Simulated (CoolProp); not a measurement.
C3F8 (R218) at 321.4 K and 8.13 MPa is throttled through a valve to 3.64 MPa with no heat exchange. Each further row changes one setting.

Computed with CoolProp (reference Helmholtz-energy equation of state, Lemmon 2006). It is a short technical equation, of lower accuracy than the large ones.

```
case                      temperature change (K)                       final phase  final density (kg/m³)
------------------------  ----------------------  --------------------------------  ---------------------
as stated                                   -1.2                            liquid                   1240
outlet pressure 1.09 MPa                   -14.5  two-phase, vapour fraction 0.212                    395
outlet pressure 4.73 MPa                    -0.7                            liquid                   1260
```
